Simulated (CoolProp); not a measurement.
Dimethyl carbonate along the isobar 0.244 MPa: Z from the reference equation and from simpler models built on Tc = 283.9 °C, pc = 4.909 MPa, ω = 0.346; each cubic takes its own stable root.

Model: reference Helmholtz-energy equation of state, Zhou 2011, in CoolProp.

| T (°C) | phase | reference |
|---|---|---|
| 99.45 | liquid | 0.007385 |
| 111.65 | liquid | 0.007287 |
| 123.85 | gas | 0.9466 |
| 136.05 | gas | 0.9519 |
| 148.15 | gas | 0.9565 |
| 160.35 | gas | 0.9605 |
| 172.55 | gas | 0.9640 |
| 184.75 | gas | 0.9671 |
| 196.95 | gas | 0.9698 |
| 209.15 | gas | 0.9723 |
| 221.35 | gas | 0.9744 |
| 233.55 | gas | 0.9764 |
| 245.65 | gas | 0.9781 |

Problem. How far does each simpler model (van der Waals, Redlich-Kwong, Peng-Robinson) lie from the reference over these 13 states: mean and median of the absolute difference, and the worst?

Solution. 
- van der Waals: mean 2003.9 %, median 1.1 %, worst +13126.3 % at 111.65 °C and 0.244 MPa
- Redlich-Kwong: mean 1973.7 %, median 0.4 %, worst +12945.1 % at 111.65 °C and 0.244 MPa
- Peng-Robinson: mean 0.4 %, median 0.3 %, worst -1.0 % at 111.65 °C and 0.244 MPa

At some of these states van der Waals, Redlich-Kwong gives the other phase, because its saturation line lies elsewhere.
